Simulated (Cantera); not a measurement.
Input (Python, Cantera):

```python
import numpy as np
import cantera as ct

gas = ct.Solution("gri30.yaml")
gas.TPX = 1200, 100000, {'N2O': 1, 'H2O': 0.026}
reactor = ct.IdealGasConstPressureReactor(gas, energy="off", clone=False)
net = ct.ReactorNet([reactor])
net.rtol, net.atol = 1e-08, 1e-18
show = ['N2O', 'H2O', 'H2', 'OH', 'O', 'N2']
times = np.geomspace(1e-06, 200, 9)

steps = ct.SolutionArray(gas, extra=["t"])
rows = []
print(f"{'t/s':>10s}{'T/K':>9s}{'P/Pa':>11s}" + "".join(f"{s:>11s}" for s in show))
for t in times:
    while net.time < t:
        t_next = net.step()
        steps.append(gas.state, t=t_next)
    rows.append([np.interp(t, steps.t, y) for y in (steps.T, steps.P, *steps(*show).X.T)])
    print(f"{t:10.3e}{rows[-1][0]:9.1f}{rows[-1][1]:11.4g}" + "".join(f"{x:11.3e}" for x in rows[-1][2:]))
rate = np.gradient(steps.T, steps.t)
print("integrator steps:", len(steps.t))
if steps.T.max() > steps.T[0] + 200:
    print(f"time of steepest temperature rise: {steps.t[rate.argmax()]:.4e} s")
gas.TPX = 1200, 100000, {'N2O': 1, 'H2O': 0.026}
gas.equilibrate("TP")
print(f"equilibrium (TP): T = {gas.T:.1f} K  " + "  ".join(f"{s} {gas[s].X[0]:.3e}" for s in show))
```

Result:

```
       t/s      T/K       P/Pa        N2O        H2O         H2         OH          O         N2
 1.000e-06   1200.0      1e+05  9.747e-01  2.534e-02  8.522e-18  1.262e-09  2.917e-07  3.390e-07
 1.091e-05   1200.0      1e+05  9.747e-01  2.534e-02  1.985e-13  9.253e-08  1.582e-06  5.093e-06
 1.189e-04   1200.0      1e+05  9.745e-01  2.534e-02  2.349e-10  1.527e-06  1.880e-06  6.921e-05
 1.297e-03   1200.0      1e+05  9.734e-01  2.533e-02  2.424e-08  6.345e-06  1.866e-06  7.831e-04
 1.414e-02   1200.0      1e+05  9.613e-01  2.522e-02  5.839e-08  1.100e-05  1.794e-06  8.611e-03
 1.542e-01   1200.0      1e+05  8.435e-01  2.422e-02  1.973e-08  1.487e-05  1.570e-06  8.433e-02
 1.682e+00   1200.0      1e+05  2.861e-01  1.948e-02  1.027e-08  1.156e-05  9.353e-07  4.447e-01
 1.834e+01   1200.0      1e+05  6.486e-04  1.705e-02  4.459e-10  1.531e-06  1.776e-08  6.336e-01
 2.000e+02   1200.0      1e+05  4.162e-07  1.704e-02  3.942e-10  1.362e-06  1.396e-08  6.341e-01
integrator steps: 1937
equilibrium (TP): T = 1200.0 K  N2O 1.431e-08  H2O 1.704e-02  H2 3.808e-10  OH 1.385e-06  O 1.444e-08  N2 6.552e-01
```

Detailed kinetics in Cantera: GRI-Mech 3.0 (53 species, 325 reactions). GRI-Mech 3.0 was tuned for natural gas; its chemistry of N2O as a main component is partial and can be far from experiment. The mechanism lacks the step 2 NO + O2 → 2 NO2, which can matter for NO2 below about 1400 K. The temperature is held fixed by assumption; the heat of reaction is taken as removed at once.
